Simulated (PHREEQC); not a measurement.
Synthetic water in mg/L, 25 °C, pH 3.49, pe 10.5:

```json
[
 {"constituent": "Na", "mg/L": "122"},
 {"constituent": "K", "mg/L": "0.268"},
 {"constituent": "Ca", "mg/L": "128"},
 {"constituent": "Mg", "mg/L": "32.3"},
 {"constituent": "Cl", "mg/L": "41.3"},
 {"constituent": "S(6) as SO4", "mg/L": "688"},
 {"constituent": "Mn(2)", "mg/L": "0.164"},
 {"constituent": "Al", "mg/L": "3.06"}
]
```

Cl is adjusted to close the charge balance.
Valence states are taken as typed.

The numbers come from PHREEQC with the ion-association model, phreeqc.dat.

```csv
quantity,before,after
ionic strength (mol/kgw),0.0214,0.0325
SO4-2 (mol/kgw),0.00566,0.00569
Ca+2 (mol/kgw),0.00240,0.00251
Mg+2 (mol/kgw),0.000921,0.000972
CaSO4 (mol/kgw),0.000797,0.000688
MgSO4 (mol/kgw),0.000409,0.000358
SI of Gypsum (CaSO4:2H2O),-0.77,-0.83
SI of Gibbsite (Al(OH)3),-2.79,-2.78
```

Problem. Which change was made?
A) temperature from 25 to 10 °C at the same typed pH
B) Na from 122 to 366 mg/L
C) all concentrations times 2 at the same typed pH

Solution. B, Na from 122 to 366 mg/L

No solid was allowed to form.
